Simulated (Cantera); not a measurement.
Cantera run:

```python
import numpy as np
import cantera as ct

gas_names = """
    B BH BH2 BH3 BN B2 H H2 N NH NH2 NH3 N2 N2H2 N2H4
""".split()
cond_names = """
    B(b) B(L) BN(s)
""".split()


# ... load() reads the species with a 1 bar reference pressure and builds the phases ...
atoms = {
    'B2H6': {'B': 2, 'H': 6},
    'NH3': {'N': 1, 'H': 3},
}
top_T = {'BN(s)': 3200}  # K; cautious upper limits of use, not melting points


# ... equilibrate(T, P, feed) seeds the gas with the atoms and calls Mixture.equilibrate('TP', solver="vcs", rtol=1e-11, max_steps=5000) ...
results = []
feed = {'B2H6': 1, 'NH3': 0.17}  # mol
T = 2123.15  # K
P = 133.322  # Pa
mix = equilibrate(T, P, feed)
results.append((T, P, feed, dict(zip(mix.species_names, mix.species_moles))))
x = sorted(zip(gas.X, gas.species_names), reverse=True)
print(f"T = {T:g} K  P = {P:g} Pa  gas = {mix.phase_moles(0):.4g} mol")
print("   x: " + "  ".join(f"{s} {v:.3e}" for v, s in x if v > 0.001))
print("   condensed (mol): " + ("  ".join(f"{mix.phase(i).name} {mix.phase_moles(i):.4g}"
      for i in range(1, mix.n_phases) if mix.phase_moles(i) > 1e-12) or "none"))
```

Result:

```
T = 2123.15 K  P = 133.322 Pa  gas = 3.504 mol
   x: H2 8.819e-01  H 9.235e-02  N2 2.425e-02
   condensed (mol): B(b) 1.995
```

Equilibrium computed with Cantera from the NASA thermochemical tables; the gas is ideal and each condensed phase is pure. The feed counts by its element totals alone. The tables' values for BH2 are old estimates; treat these amounts as uncertain.
